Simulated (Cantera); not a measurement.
Standard-state values (1 bar) from the NASA 1993 polynomials, evaluated with Cantera. Values are per mole of reaction as written; species without (g) are pure solids or liquids, kept so even where they would boil at 1 bar.

4 F(g) + CaS → Ca(g) + SF4(g)

```json
[
 {"T (K)": "300", "ΔH° (kJ)": "?", "ΔS° (J/K)": "?", "ΔG° (kJ)": "?", "log10 K": "?"},
 {"T (K)": "950", "ΔH° (kJ)": "-444.3", "ΔS° (J/K)": "-265.7", "ΔG° (kJ)": "-191.9", "log10 K": "10.55"},
 {"T (K)": "1050", "ΔH° (kJ)": "-445.7", "ΔS° (J/K)": "-267.2", "ΔG° (kJ)": "-165.2", "log10 K": "8.22"},
 {"T (K)": "1150", "ΔH° (kJ)": "?", "ΔS° (J/K)": "?", "ΔG° (kJ)": "?", "log10 K": "?"},
 {"T (K)": "1250", "ΔH° (kJ)": "-448.5", "ΔS° (J/K)": "-269.6", "ΔG° (kJ)": "-111.5", "log10 K": "4.66"},
 {"T (K)": "1350", "ΔH° (kJ)": "-449.9", "ΔS° (J/K)": "-270.6", "ΔG° (kJ)": "-84.5", "log10 K": "3.27"},
 {"T (K)": "1450", "ΔH° (kJ)": "-451.2", "ΔS° (J/K)": "-271.6", "ΔG° (kJ)": "-57.4", "log10 K": "2.07"},
 {"T (K)": "1550", "ΔH° (kJ)": "-452.6", "ΔS° (J/K)": "-272.5", "ΔG° (kJ)": "-30.2", "log10 K": "1.02"},
 {"T (K)": "1650", "ΔH° (kJ)": "-453.9", "ΔS° (J/K)": "-273.3", "ΔG° (kJ)": "-2.9", "log10 K": "0.09"},
 {"T (K)": "1750", "ΔH° (kJ)": "-455.2", "ΔS° (J/K)": "-274.1", "ΔG° (kJ)": "24.5", "log10 K": "-0.73"},
 {"T (K)": "1850", "ΔH° (kJ)": "-456.6", "ΔS° (J/K)": "-274.9", "ΔG° (kJ)": "51.9", "log10 K": "-1.47"},
 {"T (K)": "1950", "ΔH° (kJ)": "?", "ΔS° (J/K)": "?", "ΔG° (kJ)": "?", "log10 K": "?"}
]
```

Q: Some entries are withheld; supply them.

A: 
- 300, ΔH° (kJ): -429.8
- 300, ΔS° (J/K): -237.3
- 300, ΔG° (kJ): -358.6
- 300, log10 K: 62.44
- 1150, ΔH° (kJ): -447.2
- 1150, ΔS° (J/K): -268.5
- 1150, ΔG° (kJ): -138.4
- 1150, log10 K: 6.29
- 1950, ΔH° (kJ): -457.9
- 1950, ΔS° (J/K): -275.6
- 1950, ΔG° (kJ): 79.4
- 1950, log10 K: -2.13
